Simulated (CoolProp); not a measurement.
R142b along the isotherm 156.45 °C: fugacity coefficient from the reference equation and from simpler models built on Tc = 137.1 °C, pc = 4055 kPa, ω = 0.232; each cubic takes its own stable root.

Computed with CoolProp (reference Helmholtz-energy equation of state, Lemmon 2006). It is a short technical equation, of lower accuracy than the large ones.

```tsv
p (kPa)	phase	reference	Redlich-Kwong	Peng-Robinson
32.1	gas	0.9977	0.9976	0.9974
48.4	gas	0.9965	0.9964	0.9961
73	gas	0.9947	0.9946	0.9941
110	gas	0.9920	0.9919	0.9911
166	gas	0.9880	0.9878	0.9866
250	gas	0.9819	0.9817	0.9798
378	gas	0.9727	0.9724	0.9696
570	gas	0.9589	0.9584	0.9544
860	gas	0.9382	0.9376	0.9317
1300	gas	0.9071	0.9062	0.8978
1960	gas	0.8609	0.8598	0.8481
2950	gas	0.7922	0.7912	0.7760
4450	supercritical	0.6878	0.6870	0.6701
6720	supercritical	0.5316	0.5352	0.5227
10100	supercritical	0.4047	0.4163	0.4027
```
